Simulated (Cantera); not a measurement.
A Cantera script and what it prints.

```python
import numpy as np
import cantera as ct

gas_names = """
    H HO2 H2 H2O H2O2 O OH O2 O3 Ta TaO TaO2
""".split()
cond_names = """
    H2O(s) H2O(L) Ta(cr) Ta(L) Ta2O5(s) Ta2O5(L)
""".split()


def load(file, names, dense=False):
    # The tables refer to 1 bar. Condensed volumes are neglected.
    table = {s.name: s for s in ct.Species.list_from_file(file)}
    out = []
    for n in names:
        d = dict(table[n].input_data)
        d["thermo"] = dict(d["thermo"], **{"reference-pressure": 1e5})
        if dense:
            d["equation-of-state"] = {"model": "constant-volume", "density": "1e6 g/cm^3"}
        out.append(ct.Species.from_dict(d))
    return out


gas = ct.Solution(thermo="ideal-gas", species=load("nasa_gas.yaml", gas_names))
cond = {s.name: ct.Solution(thermo="fixed-stoichiometry", species=[s], name=s.name)
        for s in load("nasa_condensed.yaml", cond_names, dense=True)}
atoms = {
    'Ta2O5': {'Ta': 2, 'O': 5},
    'H2': {'H': 2},
}
top_T = {}  # K; cautious upper limits of use, not melting points


def equilibrate(T, P, feed):
    n = {}
    for name, mol in feed.items():
        for a, k in atoms[name].items():
            n[a] = n.get(a, 0.0) + k * mol
    gas.TPX = T, P, n
    mass = sum(n.values()) * gas.mean_molecular_weight
    gas.equilibrate("TP")
    valid = [c for c in cond.values() if c.min_temp <= T <= top_T.get(c.name, c.max_temp)]
    mix = ct.Mixture([(gas, mass / gas.mean_molecular_weight)] + [(c, 0.0) for c in valid])
    mix.T, mix.P = T, P
    mix.equilibrate("TP", solver="vcs", rtol=1e-11, max_steps=5000)
    return mix


results = []
feed = {'Ta2O5': 1, 'H2': 620}  # mol
P = 30  # Pa
for T in [900, 975, 1050, 1125, 1200, 1275, 1350, 1425, 1500, 1575, 1650, 1725]:
    mix = equilibrate(T, P, feed)
    results.append((T, P, feed, dict(zip(mix.species_names, mix.species_moles))))
    x = sorted(zip(gas.X, gas.species_names), reverse=True)
    print(f"T = {T:g} K  P = {P:g} Pa  gas = {mix.phase_moles(0):.4g} mol")
    print("   x: " + "  ".join(f"{s} {v:.3e}" for v, s in x if v > 0.0001))
    print("   condensed (mol): " + ("  ".join(f"{mix.phase(i).name} {mix.phase_moles(i):.4g}"
          for i in range(1, mix.n_phases) if mix.phase_moles(i) > 1e-12) or "none"))
```

Result:

```
T = 900 K  P = 30 Pa  gas = 620 mol
   x: H2 1.000e+00
   condensed (mol): Ta(cr) 5.837e-06  Ta2O5(s) 1
T = 975 K  P = 30 Pa  gas = 620 mol
   x: H2 1.000e+00
   condensed (mol): Ta(cr) 2.963e-05  Ta2O5(s) 1
T = 1050 K  P = 30 Pa  gas = 620 mol
   x: H2 1.000e+00
   condensed (mol): Ta(cr) 0.0001181  Ta2O5(s) 0.9999
T = 1125 K  P = 30 Pa  gas = 620 mol
   x: H2 1.000e+00
   condensed (mol): Ta(cr) 0.0003885  Ta2O5(s) 0.9998
T = 1200 K  P = 30 Pa  gas = 620 mol
   x: H2 1.000e+00
   condensed (mol): Ta(cr) 0.001094  Ta2O5(s) 0.9995
T = 1275 K  P = 30 Pa  gas = 620 mol
   x: H2 9.999e-01
   condensed (mol): Ta(cr) 0.002709  Ta2O5(s) 0.9986
T = 1350 K  P = 30 Pa  gas = 620 mol
   x: H2 9.998e-01  H 1.376e-04
   condensed (mol): Ta(cr) 0.006038  Ta2O5(s) 0.997
T = 1425 K  P = 30 Pa  gas = 620.1 mol
   x: H2 9.996e-01  H 3.938e-04
   condensed (mol): Ta(cr) 0.01231  Ta2O5(s) 0.9938
T = 1500 K  P = 30 Pa  gas = 620.3 mol
   x: H2 9.989e-01  H 1.016e-03
   condensed (mol): Ta(cr) 0.02328  Ta2O5(s) 0.9883
T = 1575 K  P = 30 Pa  gas = 620.7 mol
   x: H2 9.974e-01  H 2.396e-03  H2O 1.663e-04
   condensed (mol): Ta(cr) 0.04125  Ta2O5(s) 0.9793
T = 1650 K  P = 30 Pa  gas = 621.6 mol
   x: H2 9.945e-01  H 5.230e-03  H2O 2.785e-04
   condensed (mol): Ta(cr) 0.06885  Ta2O5(s) 0.9648
T = 1725 K  P = 30 Pa  gas = 623.3 mol
   x: H2 9.889e-01  H 1.066e-02  H2O 4.434e-04
   condensed (mol): Ta(cr) 0.108  Ta2O5(s) 0.9411
```

Cantera equilibrium calculation (NASA polynomials, part measured and part estimated; ideal gas, pure solids and liquids). Mutual solubility and eutectic melting of coexisting phases are not modelled. Condensed phases not in the tables: N, O or C dissolved in the metal.
